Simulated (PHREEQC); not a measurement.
Solution (25 °C and 300 atm): 0.023 mol/kgw H2SO4 and 0.0003 mol/kgw ZnSO4. Closed to the air; pH follows from the charge balance.

Computed with PHREEQC (ion-association model, phreeqc.dat).

| quantity | before | after |
|---|---|---|
| pH | 1.54 | 3.36 |
| ionic strength (mol/kgw) | 0.0447 | 0.000689 |
| HSO4- (mol/kgw) | 0.0126 | 6.44e-6 |
| SO4-2 (mol/kgw) | 0.0106 | 0.000227 |

Q: Name the change that produced these shifts.
(A) diluted 100-fold with water
(B) ZnSO4 from 0.0003 to 0.00015 mol/kgw
(C) H2SO4 left out
(D) ZnSO4 left out
(E) H2SO4 from 0.023 to 0.23 mol/kgw

A: A, diluted 100-fold with water

Precipitation was switched off in this run. Under pressure, the constants of complexes without a molar volume in the database are unreliable.
